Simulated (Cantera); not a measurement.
Feed: 1 mol Cr, 16 mol N₂O, 57 mol N₂, equilibrated at 1852 °C and 0.100 bar.

These are equilibrium values from Cantera (NASA tables, ideal gas, pure condensed phases), not measurements of a reactor. Candidate condensed phases: Cr, CrN, Cr₂N, Cr₂O₃; 14 gas species. Kinetics and transport are ignored.

Base state: N₂ 0.905, O₂ 0.0857, NO 0.00725, O 0.00153, CrO₂ 0.000461, CrO₃ 4.76e-5, CrO 1.01e-5 (mole fractions); condensed: Cr₂O₃(s).

Problem. What changes in the equilibrium state with this change: Cr replaced by Nb?

Solution. 
| species | before | after |
|---|---|---|
| N₂ | 0.905 | 0.911 |
| O₂ | 0.0857 | 0.0803 |
| NO | 0.00725 | 0.00704 |
| CrO₂ | 0.000461 | 0 |
| NbO₂ | 0 | 1.03e-5 |
| CrO₃ | 4.76e-5 | 0 |
| CrO | 1.01e-5 | 0 |
| O | 0.00153 | 0.00148 |
| Cr₂O₃(s), mol | 0.479 | 0 |
| Nb₂O₅(l), mol | 0 | 0.500 |
Condensed phases not in the tables: the oxides between NbO₂ and Nb₂O₅. Further candidate phases: Nb, NbO, NbO₂, Nb₂O₅.
